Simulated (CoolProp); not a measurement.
A simple Rankine cycle with water: condensing at 316.15 K, boiler at 8.49 MPa, turbine inlet 577.4 K, turbine efficiency 0.8, pump efficiency 0.7, no recuperator. Each further row changes one setting.

Computed with CoolProp (reference Helmholtz-energy equation of state, Wagner 2002).

```
case                             thermal efficiency (%)  net work (kJ/kg)  heat in (kJ/kg)  turbine exit temperature (K)  volume ratio over the turbine
-------------------------------  ----------------------  ----------------  ---------------  ----------------------------  -----------------------------
as stated                                          29.6                 …             2590                         316.2                            563
turbine inlet 597.4 K                              29.8                 …             2680                         316.2                            524
condensing temperature 308.15 K                    30.5                 …                …                         308.1                            837
boiler pressure 5.94 MPa                              …               781             2710                         316.2                              …
turbine efficiency 0.7                                …               668             2590                         316.2                            593
```

Complete the blanks.


- as stated, net work (kJ/kg): 765
- turbine inlet 597.4 K, net work (kJ/kg): 800
- condensing temperature 308.15 K, net work (kJ/kg): 799
- condensing temperature 308.15 K, heat in (kJ/kg): 2620
- boiler pressure 5.94 MPa, thermal efficiency (%): 28.8
- boiler pressure 5.94 MPa, volume ratio over the turbine: 364
- turbine efficiency 0.7, thermal efficiency (%): 25.8

The expansion ends wet for: as stated; turbine inlet 597.4 K; condensing temperature 308.15 K; boiler pressure 5.94 MPa; turbine efficiency 0.7.
